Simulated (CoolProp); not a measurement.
A single-stage vapour-compression cycle with R13: evaporating at 197.15 K (dew point), condensing at 222.15 K (bubble point), superheat 10 K, subcooling 5 K, compressor efficiency 0.9, no pressure losses. Each further row changes one setting.

The numbers come from the reference Helmholtz-energy equation of state, Platzer 1990 in CoolProp. This equation is an older, rougher fit; its heat capacities, sound speeds and derivatives of the liquid may be far off and weren't checked against measurements.

```tsv
case	cooling COP	pressure ratio	discharge temperature (K)	refrigerating effect (kJ/kg)	volumetric capacity (kJ/m³)
as stated	___	3.00	249.2	134	1140
evaporating temperature 202.15 K	8.43	___	245.1	136	1450
condensing temperature 217.15 K	8.23	___	___	138	1180
subcooling 10 K	___	3.00	249.2	138	1180
superheat 20 K	___	3.00	259.7	139	1120
compressor efficiency 0.8	___	3.00	253.3	134	1140
```

Problem. Complete the blanks.

Solution. 
- as stated, cooling COP: 6.44
- evaporating temperature 202.15 K, pressure ratio: 2.35
- condensing temperature 217.15 K, pressure ratio: 2.46
- condensing temperature 217.15 K, discharge temperature (K): 241.3
- subcooling 10 K, cooling COP: 6.67
- superheat 20 K, cooling COP: 6.36
- compressor efficiency 0.8, cooling COP: 5.73
